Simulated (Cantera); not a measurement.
A closed system holds: 1 mol Si₃N₄, 0.018 mol O₂, 30 mol N₂, held at 1700 K and 1330 Pa.

These are equilibrium values from Cantera (NASA tables, ideal gas, pure condensed phases), not measurements of a reactor. Candidate condensed phases: Si, SiO₂, Si₂N₂O, Si₃N₄; 16 gas species. Kinetics and transport are ignored.

Base state: N₂ 0.999, SiO 0.00120, Si 1.22e-5 (mole fractions); condensed: Si₃N₄(s).

Problem. What changes in the equilibrium state with this change: O₂ from 0.018 to 0.012 mol?

Solution. 
| species | before | after |
|---|---|---|
| N₂ | 0.999 | 0.999 |
| SiO | 0.00120 | 0.000799 |
| Si | 1.22e-5 | 1.22e-5 |
| Si₃N₄(s), mol | 0.988 | 0.992 |

Problem. What changes in the equilibrium state with this change: pressure from 1330 Pa to 17.0 Pa?

Solution. 
```csv
species,before,after
N₂,0.999,0.995
Si,1.22e-5,0.00399
SiO,0.00120,0.00112
Si₂,1.28e-8,1.75e-5
Si₂N,3.68e-7,5.68e-5
SiN,8.52e-7,3.14e-5
"Si₃N₄(s), mol",0.988,0
"Si(l), mol",0,2.83
```
The tables' values for SiN are old estimates; treat these amounts as uncertain.

Problem. What changes in the equilibrium state with this change: temperature from 1700 K to 2098.15 K?

Solution. 
```tsv
species	before	after
N₂	0.999	0.988
Si	1.22e-5	0.00981
SiO	0.00120	0.00111
Si₂N	3.68e-7	0.000282
Si₃	<1e-9	2.60e-5
Si₂	1.28e-8	0.000127
Si₃N₄(s), mol	0.988	0
Si(l), mol	0	2.61
```
The tables' values for SiN are old estimates; treat these amounts as uncertain.
